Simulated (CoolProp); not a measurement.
Values from CoolProp's reference Helmholtz-energy equation of state, Gao 2022.

**Question.** For n-perfluorohexane, give the phase and the density (kg/m³), cp (kJ/(kg K)) at 397.2 K and 1340 kPa; 404.8 K and 1340 kPa.

**Answer.** 
- 397.2 K and 1340 kPa: liquid; density 1330, cp 1.22
- 404.8 K and 1340 kPa: liquid; density 1290, cp 1.25
